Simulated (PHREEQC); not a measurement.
0.21 g of hydrous ferric oxide (600 m²/g; 0.2 weak and 0.005 strong sites per Fe, Dzombak-Morel constants, diffuse double layer) in 1 kg of water with 0.001 mol/kgw of an inert sodium salt, at 25 °C; the pH is set by adding NaOH or the inert anion's acid. O2 is buffered at 0.21 atm. CO2 from the air is kept out. No solid was allowed to form.

Equilibrium calculation in PHREEQC: ion-association model, wateq4f.dat.

```tsv
pH	surface charge σ (C/m²)	surface potential ψ (mV)
3	0.256	233
3.75	0.146	218
4.5	0.079	191
4.88	0.057	174
5.62	___	139
6.38	0.012	99
7.12	0.005	57
7.5	___	___
8.25	-0.001	___
9	-0.004	-51
```

Task: Some entries are withheld; supply them.

Result: 
- 5.62, surface charge σ (C/m²): 0.028
- 7.5, surface charge σ (C/m²): 0.003
- 7.5, surface potential ψ (mV): 35
- 8.25, surface potential ψ (mV): -8

The oxide is taken as insoluble; below pH 4 it would dissolve.
